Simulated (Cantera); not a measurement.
Cantera run, input and output.

```python
import numpy as np
import cantera as ct

gas = ct.Solution("gri30.yaml")
gas.TPX = 700, 350000, {'CH4': 1, 'C2H6': 0.11, 'C3H8': 0.1, 'O2': 5.34, 'N2': 20.1, 'CO2': 2.1}
inlet = ct.Reservoir(gas, clone=True)
gas.equilibrate("HP")  # start burning
reactor = ct.IdealGasConstPressureReactor(gas, energy="on", clone=False)
exhaust = ct.Reservoir(gas, clone=True)
tau = [0.46, 0.18, 0.071, 0.028, 0.011, 0.0043, 0.0017, 0.00067, 0.00026, 0.0001, 4e-05, 1.6e-05, 6.2e-06][0]
for a, b in ((inlet, reactor), (reactor, exhaust)):
    ct.MassFlowController(a, b, mdot=lambda t: reactor.mass / tau)
net = ct.ReactorNet([reactor])
show = ['CH4', 'C2H6', 'C3H8', 'O', 'H2O', 'H2', 'CH2']

rows = []
print(f"{'tau/s':>10s}{'T/K':>9s}" + "".join(f"{s:>11s}" for s in show))
for tau in [0.46, 0.18, 0.071, 0.028, 0.011, 0.0043, 0.0017, 0.00067, 0.00026, 0.0001, 4e-05, 1.6e-05, 6.2e-06]:
    net.initial_time = 0.0
    net.advance(30 * tau)
    before = gas.X
    net.advance(40 * tau)
    drift = np.max(np.abs(gas.X - before) / (gas.X + 1e-9))
    rows.append([gas.T, *gas[show].X, drift])
    print(f"{tau:10.3e}{gas.T:9.1f}" + "".join(f"{x:11.3e}" for x in gas[show].X))
```

Output:

```
     tau/s      T/K        CH4       C2H6       C3H8          O        H2O         H2        CH2
 4.600e-01   1766.9  1.486e-06  3.230e-08  2.582e-08  1.958e-05  9.423e-02  1.077e-05  1.957e-09
 1.800e-01   1766.2  3.152e-06  7.243e-08  5.978e-08  2.685e-05  9.418e-02  1.568e-05  4.901e-09
 7.100e-02   1764.7  6.202e-06  1.521e-07  1.306e-07  4.139e-05  9.410e-02  2.552e-05  1.196e-08
 2.800e-02   1762.2  1.172e-05  3.053e-07  2.722e-07  6.886e-05  9.397e-02  4.433e-05  2.851e-08
 1.100e-02   1757.7  2.183e-05  5.965e-07  5.478e-07  1.189e-04  9.377e-02  7.956e-05  6.632e-08
 4.300e-03   1749.8  4.083e-05  1.152e-06  1.075e-06  2.070e-04  9.346e-02  1.447e-04  1.502e-07
 1.700e-03   1736.0  7.725e-05  2.214e-06  2.070e-06  3.508e-04  9.298e-02  2.608e-04  3.259e-07
 6.700e-04   1711.5  1.540e-04  4.423e-06  4.078e-06  5.618e-04  9.221e-02  4.671e-04  6.857e-07
 2.600e-04   1664.5  3.590e-04  1.023e-05  9.147e-06  7.756e-04  9.083e-02  8.556e-04  1.426e-06
 1.000e-04    700.0  3.478e-02  3.826e-03  3.478e-03  4.254e-21  2.589e-16  1.171e-17  2.429e-32
 4.000e-05    700.0  3.478e-02  3.826e-03  3.478e-03  1.376e-21  1.687e-18 -1.381e-21  2.397e-33
 1.600e-05    700.0  3.478e-02  3.826e-03  3.478e-03  4.950e-22  3.205e-19 -5.942e-23  2.687e-34
 6.200e-06    700.0  3.478e-02  3.826e-03  3.478e-03  1.305e-22  3.310e-20  1.441e-24  3.295e-35
```

Detailed kinetics in Cantera: GRI-Mech 3.0 (53 species, 325 reactions).
